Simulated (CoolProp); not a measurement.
Computed with CoolProp (reference Helmholtz-energy equation of state, Kamei 1995).

Q: Give the vapour pressure (MPa), vapour density (kg/m³), enthalpy of vaporisation (kJ/kg), liquid cp (kJ/(kg K)) of saturated R22 at -79.45, -67.05, -36.25 °C.

A: 
```
T (°C)  p (MPa)  vapour density (kg/m³)  enthalpy of vaporisation (kJ/kg)  liquid cp (kJ/(kg K))
------  -------  ----------------------  --------------------------------  ---------------------
-79.45   0.0108                   0.584                               257                   1.06
-67.05   0.0246                    1.26                               249                   1.07
-36.25    0.125                    5.72                               231                   1.10
```
